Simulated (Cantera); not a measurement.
A closed system holds: 1 mol FeS2, a varied amount of O2, 0.39 mol H2O, at 952 °C and 0.0100 bar.

Cantera equilibrium calculation (NASA polynomials, part measured and part estimated; ideal gas, pure solids and liquids). Candidate condensed phases: Fe, FeO, Fe(OH)2, Fe(OH)3, FeS, FeSO4, FeS2, Fe2O3, Fe2(SO4)3, Fe3O4, H2O, H2SO4, S; 22 gas species. Mutual solubility and eutectic melting of coexisting phases are not modelled. FeS: taken at fixed stoichiometry. Gases not in the tables: S3 to S7. The numbers say what is thermodynamically allowed, not how fast it happens.

Which condensed phases are stable at each of these points (n(O2) (mol)): 0.71, 0.9, 1.2, 1.5, 1.9, 2.4, 3, 3.9, 4.9, 6.3?


```csv
n(O2) (mol),condensed phases,Fe condensed (%)
0.71,FeS(s),100.0
0.9,FeS(s) + Fe3O4(s),100.0
1.2,FeS(s) + Fe3O4(s),100.0
1.5,FeS(s) + Fe3O4(s),100.0
1.9,FeS(s) + Fe3O4(s),100.0
2.4,Fe3O4(s),100.0
3,Fe2O3(s),100.0
3.9,Fe2O3(s),100.0
4.9,Fe2O3(s),100.0
6.3,Fe2O3(s),100.0
```

At 0.71 mol O2 the condensed part is FeS(s). From 0.9 mol O2 to 1.9 mol O2 the condensed part is FeS(s) + Fe3O4(s). At 2.4 mol O2 the condensed part is Fe3O4(s). From 3 mol O2 to 6.3 mol O2 the condensed part is Fe2O3(s).
